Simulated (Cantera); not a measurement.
Cantera run:

```python
import numpy as np
import cantera as ct

gas_names = """
    AL ALH ALN AL2 H H2 N NH NH2 NH3 N2 N2H2 N2H4
""".split()
cond_names = """
    AL(cr) AL(L) ALN(s)
""".split()


# ... load() reads the species with a 1 bar reference pressure and builds the phases ...
atoms = {
    'Al': {'AL': 1},
    'NH3': {'N': 1, 'H': 3},
    'H2': {'H': 2},
}
top_T = {'ALN(s)': 2750}  # K; cautious upper limits of use, not melting points


# ... equilibrate(T, P, feed) seeds the gas with the atoms and calls Mixture.equilibrate('TP', solver="vcs", rtol=1e-11, max_steps=5000) ...
results = []
feed = {'Al': 1, 'NH3': 7.7, 'H2': 470}  # mol
for P in [10, 28, 77, 220, 600, 1700, 4600, 13000, 36000, 100000]:
    for T in [1250, 1300, 1350, 1400, 1450, 1500, 1550, 1600, 1650, 1700, 1750, 1800]:
        mix = equilibrate(T, P, feed)
        results.append((T, P, feed, dict(zip(mix.species_names, mix.species_moles))))

for T, P, feed, n in results:
    print(f"{T:7g} {P:10.4g}  " + (" + ".join(c for c in cond_names if n.get(c, 0) > 1e-12) or "gas only"))
```

Output:

```
   1250         10  ALN(s)
   1300         10  ALN(s)
   1350         10  ALN(s)
   1400         10  ALN(s)
   1450         10  ALN(s)
   1500         10  ALN(s)
   1550         10  gas only
   1600         10  gas only
   1650         10  gas only
   1700         10  gas only
   1750         10  gas only
   1800         10  gas only
   1250         28  ALN(s)
   1300         28  ALN(s)
   1350         28  ALN(s)
   1400         28  ALN(s)
   1450         28  ALN(s)
   1500         28  ALN(s)
   1550         28  ALN(s)
   1600         28  gas only
   1650         28  gas only
   1700         28  gas only
   1750         28  gas only
   1800         28  gas only
   1250         77  ALN(s)
   1300         77  ALN(s)
   1350         77  ALN(s)
   1400         77  ALN(s)
   1450         77  ALN(s)
   1500         77  ALN(s)
   1550         77  ALN(s)
   1600         77  ALN(s)
   1650         77  gas only
   1700         77  gas only
   1750         77  gas only
   1800         77  gas only
   1250        220  ALN(s)
   1300        220  ALN(s)
   1350        220  ALN(s)
   1400        220  ALN(s)
   1450        220  ALN(s)
   1500        220  ALN(s)
   1550        220  ALN(s)
   1600        220  ALN(s)
   1650        220  ALN(s)
   1700        220  gas only
   1750        220  gas only
   1800        220  gas only
   1250        600  ALN(s)
   1300        600  ALN(s)
   1350        600  ALN(s)
   1400        600  ALN(s)
   1450        600  ALN(s)
   1500        600  ALN(s)
   1550        600  ALN(s)
   1600        600  ALN(s)
   1650        600  ALN(s)
   1700        600  ALN(s)
   1750        600  gas only
   1800        600  gas only
   1250       1700  ALN(s)
   1300       1700  ALN(s)
   1350       1700  ALN(s)
   1400       1700  ALN(s)
   1450       1700  ALN(s)
   1500       1700  ALN(s)
   1550       1700  ALN(s)
   1600       1700  ALN(s)
   1650       1700  ALN(s)
   1700       1700  ALN(s)
   1750       1700  ALN(s)
   1800       1700  ALN(s)
   1250       4600  ALN(s)
   1300       4600  ALN(s)
   1350       4600  ALN(s)
   1400       4600  ALN(s)
   1450       4600  ALN(s)
   1500       4600  ALN(s)
   1550       4600  ALN(s)
   1600       4600  ALN(s)
   1650       4600  ALN(s)
   1700       4600  ALN(s)
   1750       4600  ALN(s)
   1800       4600  ALN(s)
   1250    1.3e+04  ALN(s)
   1300    1.3e+04  ALN(s)
   1350    1.3e+04  ALN(s)
   1400    1.3e+04  ALN(s)
   1450    1.3e+04  ALN(s)
   1500    1.3e+04  ALN(s)
   1550    1.3e+04  ALN(s)
   1600    1.3e+04  ALN(s)
   1650    1.3e+04  ALN(s)
   1700    1.3e+04  ALN(s)
   1750    1.3e+04  ALN(s)
   1800    1.3e+04  ALN(s)
   1250    3.6e+04  ALN(s)
   1300    3.6e+04  ALN(s)
   1350    3.6e+04  ALN(s)
   1400    3.6e+04  ALN(s)
   1450    3.6e+04  ALN(s)
   1500    3.6e+04  ALN(s)
   1550    3.6e+04  ALN(s)
   1600    3.6e+04  ALN(s)
   1650    3.6e+04  ALN(s)
   1700    3.6e+04  ALN(s)
   1750    3.6e+04  ALN(s)
   1800    3.6e+04  ALN(s)
   1250      1e+05  ALN(s)
   1300      1e+05  ALN(s)
   1350      1e+05  ALN(s)
   1400      1e+05  ALN(s)
   1450      1e+05  ALN(s)
   1500      1e+05  ALN(s)
   1550      1e+05  ALN(s)
   1600      1e+05  ALN(s)
   1650      1e+05  ALN(s)
   1700      1e+05  ALN(s)
   1750      1e+05  ALN(s)
   1800      1e+05  ALN(s)
```

These are equilibrium values from Cantera (NASA tables, ideal gas, pure condensed phases), not measurements of a reactor.
